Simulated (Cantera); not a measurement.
Charge: 1 mol Si3N4, 0.42 mol H2O, 1.1 mol H2, at 1448.15 K.

Equilibrium computed with Cantera from the NASA thermochemical tables; the gas is ideal and each condensed phase is pure. Candidate condensed phases: H2O, Si, SiO2, Si2N2O, Si3N4; 35 gas species. Mutual solubility and eutectic melting of coexisting phases are not modelled. Rates play no part.

What share of the Si ends up in condensed phases as a function of P (Pa), at 0.100, 2.50, 63, 1600, 40000, 1000000?


```
P (Pa)   Si condensed (%)                    as
-------  ----------------  --------------------
0.100                85.6                 Si(s)
2.50                 98.7     Si(s) + Si2N2O(s)
63                  100.0  Si2N2O(s) + Si3N4(s)
1600                100.0  Si2N2O(s) + Si3N4(s)
40000               100.0  Si2N2O(s) + Si3N4(s)
1000000             100.0  Si2N2O(s) + Si3N4(s)
```
